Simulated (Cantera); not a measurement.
Input: 1 mol SiC, 0.016 mol CO2, 610 mol H2, equilibrated at 1598 K and 1050 Torr.

These are equilibrium values from Cantera (NASA tables, ideal gas, pure condensed phases), not measurements of a reactor. The numbers say what is thermodynamically allowed, not how fast it happens.

| species | before | after |
|---|---|---|
| H2 | 1.000 | 1.000 |
| CH4 | 6.06e-5 | 5.60e-5 |
| SiO | 4.19e-5 | 7.13e-6 |
| H | 4.50e-5 | 1.34e-6 |
| CO | 1.01e-5 | 2.93e-7 |
| SiC(s), mol | 0.973 | 0.982 |
| SiO2(β-quartz), mol | 0 | 0.0136 |
Gas species are given as mole fractions.

Task: Which change was made?
A. pressure from 1050 Torr to 0.750 Torr
B. CO2 from 0.016 to 0.89 mol
C. temperature from 1598 K to 1323.15 K
D. CO2 from 0.016 to 2.7 mol

Result: C, temperature from 1598 K to 1323.15 K. Mutual solubility and eutectic melting of coexisting phases are not modelled. The tables hold silica as quartz up to 1696 K and as liquid above; real silica turns to tridymite and cristobalite and melts near 1996 K
